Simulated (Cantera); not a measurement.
A closed system holds: 1 mol CH3SiCl3, 0.14 mol C2H4, 2000 mol H2, at 1575 °C and 133 Pa.

These are equilibrium values from Cantera (NASA tables, ideal gas, pure condensed phases), not measurements of a reactor. Candidate condensed phases: C, C6H6, C7H8, C8H18, Si, SiC; 109 gas species. The feed counts by its element totals alone. Rates play no part.

Base state: H2 0.984, H 0.0144, HCl 0.00147, Si 0.000176, C2H2 (acetylene) 0.000161, Cl 1.63e-5 (mole fractions); condensed: SiC(s).

**Question.** What changes in the equilibrium state with this change: temperature from 1575 °C to 1477 °C?

**Answer.** 
| species | before | after |
|---|---|---|
| H2 | 0.984 | 0.992 |
| H | 0.0144 | 0.00634 |
| HCl | 0.00147 | 0.00148 |
| Si | 0.000176 | 2.52e-5 |
| Cl | 1.63e-5 | 7.32e-6 |
| C2H2 (acetylene) | 0.000161 | 8.27e-5 |
| SiC(s), mol | 0.613 | 0.944 |
